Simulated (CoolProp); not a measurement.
Vapour-liquid equilibrium of ethylene (1) + n-butane (2) at -26.75 °C; x and y are mole fractions of (1).

Model: multi-fluid Helmholtz-energy mixture model, Smukala 2000 and Bücker 2006; pair parameters Bell 2016, in CoolProp.

```json
[
 {"x": "0.05", "bubble pressure, mixture model (bar)": "1.501", "bubble pressure, Raoult's law (bar)": "1.372", "y, mixture model": "(withheld)", "y, Raoult's law": "0.771"},
 {"x": "0.15", "bubble pressure, mixture model (bar)": "3.370", "bubble pressure, Raoult's law (bar)": "3.456", "y, mixture model": "0.904", "y, Raoult's law": "0.919"},
 {"x": "0.25", "bubble pressure, mixture model (bar)": "4.958", "bubble pressure, Raoult's law (bar)": "5.539", "y, mixture model": "0.937", "y, Raoult's law": "0.955"},
 {"x": "0.35", "bubble pressure, mixture model (bar)": "6.516", "bubble pressure, Raoult's law (bar)": "7.622", "y, mixture model": "0.955", "y, Raoult's law": "0.972"},
 {"x": "0.45", "bubble pressure, mixture model (bar)": "8.187", "bubble pressure, Raoult's law (bar)": "9.706", "y, mixture model": "0.966", "y, Raoult's law": "0.981"},
 {"x": "0.55", "bubble pressure, mixture model (bar)": "10.05", "bubble pressure, Raoult's law (bar)": "11.79", "y, mixture model": "0.975", "y, Raoult's law": "0.987"},
 {"x": "0.65", "bubble pressure, mixture model (bar)": "12.15", "bubble pressure, Raoult's law (bar)": "13.87", "y, mixture model": "0.983", "y, Raoult's law": "0.992"},
 {"x": "0.75", "bubble pressure, mixture model (bar)": "14.48", "bubble pressure, Raoult's law (bar)": "15.96", "y, mixture model": "(withheld)", "y, Raoult's law": "0.995"},
 {"x": "0.85", "bubble pressure, mixture model (bar)": "(withheld)", "bubble pressure, Raoult's law (bar)": "18.04", "y, mixture model": "0.993", "y, Raoult's law": "0.997"},
 {"x": "0.95", "bubble pressure, mixture model (bar)": "(withheld)", "bubble pressure, Raoult's law (bar)": "20.12", "y, mixture model": "0.998", "y, Raoult's law": "0.999"}
]
```

Q: Some entries are withheld; supply them.

A: 
- 0.05, y, mixture model: 0.780
- 0.75, y, mixture model: 0.989
- 0.85, bubble pressure, mixture model (bar): 16.99
- 0.95, bubble pressure, mixture model (bar): 19.69

The largest gap from Raoult's law is -15.7 % in bubble pressure, at x = 0.45. No azeotrope shows between x = 0.05 and 0.95.

The pair parameters rest on a limited set of measurements; away from them the model extrapolates. The gap from Raoult's law changes sign with composition, which may be real or a fault of the pair parameters; it wasn't checked against measurements.
